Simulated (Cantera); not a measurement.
## Tantalum, niobium, vanadium and zirconium in process gases: Nb + H₂O

Input: 1 mol Nb, 2 mol H₂O, equilibrated at 255 Torr.

These are equilibrium values from Cantera (NASA tables, ideal gas, pure condensed phases), not measurements of a reactor. Candidate condensed phases: H₂O, Nb, NbO, NbO₂, Nb₂O₅; 12 gas species. Mutual solubility and eutectic melting of coexisting phases are not modelled. NbO: taken at fixed stoichiometry. Condensed phases not in the tables: the oxides between NbO₂ and Nb₂O₅. Kinetics and transport are ignored.

```
T (K)  log p H₂  log p H₂O  log p H  log p NbO₂  log p OH  log p NbO  log p O  n NbO(s)  n NbO₂(s)
-----  --------  ---------  -------  ----------  --------  ---------  -------  --------  ---------
1573      -0.47      -3.13    -4.63       -9.31     -8.73     -11.02     <-12   0.00439      0.996
1623      -0.47      -3.02    -4.40       -8.73     -8.32     -10.41   -12.33   0.00563      0.994
1673      -0.47      -2.92    -4.18       -8.20     -7.94      -9.84   -11.74   0.00712      0.993
1723      -0.47      -2.82    -3.97       -7.69     -7.59      -9.30   -11.19   0.00886      0.991
1773      -0.47      -2.73    -3.78       -7.22     -7.25      -8.79   -10.67    0.0109      0.989
1823      -0.47      -2.65    -3.60       -6.77     -6.93      -8.31   -10.18    0.0132      0.987
1873      -0.47      -2.57    -3.43       -6.35     -6.63      -7.85    -9.71    0.0158      0.984
1923      -0.47      -2.50    -3.26       -5.95     -6.35      -7.42    -9.27    0.0188      0.981
1973      -0.47      -2.43    -3.11       -5.57     -6.08      -7.02    -8.85    0.0221      0.978
2023      -0.48      -2.36    -2.96       -5.21     -5.83      -6.63    -8.45    0.0257      0.974
2073      -0.48      -2.30    -2.82       -4.87     -5.58      -6.26    -8.07    0.0298      0.970
2123      -0.48      -2.24    -2.68       -4.55     -5.35      -5.91    -7.71    0.0342      0.966
```
log p: log10 of the partial pressure in bar; n: condensed amount in mol.

From 1573 K to 2123 K the condensed part is NbO(s) + NbO₂(s).
